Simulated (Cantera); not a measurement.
Cantera run:

```python
import numpy as np
import cantera as ct

gas_names = """
    Cr CrN H H2 N NH NH2 NH3 N2 N2H2 N2H4
""".split()
cond_names = """
    Cr(cr) Cr(L) CrN(s) Cr2N(s)
""".split()


# ... load() reads the species with a 1 bar reference pressure and builds the phases ...
atoms = {
    'Cr': {'Cr': 1},
    'NH3': {'N': 1, 'H': 3},
    'N2': {'N': 2},
}
top_T = {'CrN(s)': 1900, 'Cr2N(s)': 1900}  # K; cautious upper limits of use, not melting points


# ... equilibrate(T, P, feed) seeds the gas with the atoms and calls Mixture.equilibrate('TP', solver="vcs", rtol=1e-11, max_steps=5000) ...
results = []
feed = {'Cr': 1, 'NH3': 2.1, 'N2': 75}  # mol
T = 2700  # K
for P in [0.1, 1.5, 22, 320, 4600, 68000, 1000000]:
    mix = equilibrate(T, P, feed)
    results.append((T, P, feed, dict(zip(mix.species_names, mix.species_moles))))

top = {s: max(r[3][s] / sum(r[3][g] for g in gas_names) for r in results) for s in gas_names}
cols = sorted((s for s in top if top[s] > 0.001), key=lambda s: -top[s])[:7]
seen = [c for c in cond_names if any(r[3].get(c, 0) > 1e-12 for r in results)]
print("log10 of partial pressures in bar; condensed amounts in mol")
print(f"{'P/Pa':>10s}" + "".join(f"{s[:9]:>10s}" for s in cols + seen))
for T, P, feed, n in results:
    ng = sum(n[g] for g in gas_names)
    print(f"{P:10.4g}" + "".join(f"{np.log10(max(n[s] / ng * P / 1e5, 1e-99)):10.3f}" for s in cols)
          + "".join(f"{n.get(c, 0):10.4g}" for c in seen))
```

It prints:

```
log10 of partial pressures in bar; condensed amounts in mol
      P/Pa        N2         H        H2        Cr         N
       0.1    -6.041    -7.122   -11.753    -7.921    -8.809
       1.5    -4.864    -5.946    -9.401    -6.745    -8.221
        22    -3.697    -4.783    -7.076    -5.578    -7.638
       320    -2.533    -3.669    -4.846    -4.414    -7.055
      4600    -1.369    -2.765    -3.039    -3.250    -6.473
   6.8e+04    -0.193    -2.071    -1.652    -2.074    -5.886
     1e+06     0.976    -1.459    -0.426    -0.905    -5.301
```

Cantera equilibrium calculation (NASA polynomials, part measured and part estimated; ideal gas, pure solids and liquids).
